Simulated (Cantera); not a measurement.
A perfectly stirred reactor is fed with 9.59 % CH3OH, 10.3 % O2, 80.2 % N2, equivalence ratio 1.4, at 760 Torr; it is adiabatic with a 525 K inlet, and is followed from long to short residence time, starting on the burning branch (τ in s: 0.054, 0.028, 0.015, 0.0076, 0.0039, 0.002, 0.0011, 0.00055, 0.00028, 0.00015, 7.6e-05).

Computed with Cantera and GRI-Mech 3.0 (53 species, 325 reactions). GRI-Mech 3.0 was tuned for natural gas; its chemistry of methanol as a main component is partial and can be far from experiment.

Task: Predict: blow-out, bracketed by the residence times tried; x(CH3OH) at τ = 54.0 ms; x(O2) at τ = 54.0 ms; x(O) at τ = 54.0 ms; x(HCN) at τ = 54.0 ms; x(H2) at τ = 54.0 ms; x(CH3OH) at τ = 2.00 ms; x(O2) at τ = 2.00 ms; x(O) at τ = 2.00 ms; x(HCN) at τ = 2.00 ms; x(H2) at τ = 2.00 ms.

Result: 
```json
{
  "blow_out_bracketed_by_the_residence_times_tried": "burning at 1.10 ms, out at 0.550 ms",
  "x(CH3OH) at τ = 54.0 ms": "4.13e-6",
  "x(O2) at τ = 54.0 ms": "0.000150",
  "x(O) at τ = 54.0 ms": "1.54e-5",
  "x(HCN) at τ = 54.0 ms": "2.20e-6",
  "x(H2) at τ = 54.0 ms": "0.0357",
  "x(CH3OH) at τ = 2.00 ms": "5.67e-5",
  "x(O2) at τ = 2.00 ms": "0.00182",
  "x(O) at τ = 2.00 ms": "0.000109",
  "x(HCN) at τ = 2.00 ms": "8.40e-6",
  "x(H2) at τ = 2.00 ms": "0.0343"
}
```
